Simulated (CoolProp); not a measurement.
Properties of propylene glycol along the isobar 65.7 bar.

The numbers come from the reference Helmholtz-energy equation of state, Eisenbach 2021 in CoolProp.

| T (°C) | phase | cp (kJ/(kg K)) | cv (kJ/(kg K)) | speed of sound (m/s) | expansivity (1/kK) |
|---|---|---|---|---|---|
| 122.45 | liquid | … | 2.598 | 1258 | 0.8840 |
| 139.65 | liquid | 3.108 | 2.664 | 1208 | 0.9267 |
| 156.95 | liquid | 3.197 | 2.729 | 1158 | 0.9758 |
| 174.25 | liquid | 3.286 | 2.790 | 1107 | 1.032 |
| 191.45 | liquid | 3.374 | 2.848 | 1056 | 1.097 |
| 208.75 | liquid | 3.464 | 2.903 | 1004 | 1.173 |
| 225.95 | liquid | 3.555 | 2.956 | 952.3 | 1.261 |
| 243.25 | liquid | 3.649 | 3.006 | 899.3 | 1.367 |
| 260.55 | liquid | 3.749 | 3.054 | 845.4 | 1.495 |
| 277.75 | liquid | 3.855 | … | 790.5 | 1.652 |
| 295.05 | liquid | … | 3.144 | 733.3 | 1.854 |
| 312.35 | liquid | … | 3.186 | 673.3 | 2.125 |
| 329.55 | liquid | 4.289 | 3.228 | 609.3 | 2.510 |
| 346.85 | liquid | 4.534 | 3.270 | 537.9 | 3.125 |

Problem. Complete the blanks.

Solution. 
- 122.45, cp (kJ/(kg K)): 3.019
- 277.75, cv (kJ/(kg K)): 3.100
- 295.05, cp (kJ/(kg K)): 3.975
- 312.35, cp (kJ/(kg K)): 4.115
